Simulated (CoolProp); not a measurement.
Vapour-liquid equilibrium of ethanol (1) + hexamethyldisiloxane (MM) (2) at 459.1 K; x and y are mole fractions of (1).

Model: multi-fluid Helmholtz-energy mixture model, Schroeder 2014 and Thol 2016; pair parameters Bell 2016, in CoolProp.

```tsv
x	bubble pressure (MPa)	y at the bubble point	dew pressure at overall composition x (MPa)	liquid density (mol/L)
0.05	0.8749	0.170	0.7586	3.507
0.125	1.076	0.329	0.8282	3.697
0.2	1.243	0.430	0.9082	3.916
0.275	1.385	0.504	1.001	4.170
0.35	1.510	0.564	1.109	4.472
0.425	1.620	0.617	1.234	4.833
0.5	1.721	0.665	1.376	5.272
0.575	1.815	0.712	1.532	5.810
0.65	1.901	0.759	1.690	6.475
0.725	1.982	0.807	1.839	7.300
0.8	2.059	0.857	1.971	8.333
0.875	2.131	0.910	2.084	9.639
0.95	2.201	0.964	2.183	11.32
```

No azeotrope shows between x = 0.05 and 0.95.

Pair parameters are fitted to limited data, so mixtures are less certain than the pure fluids.
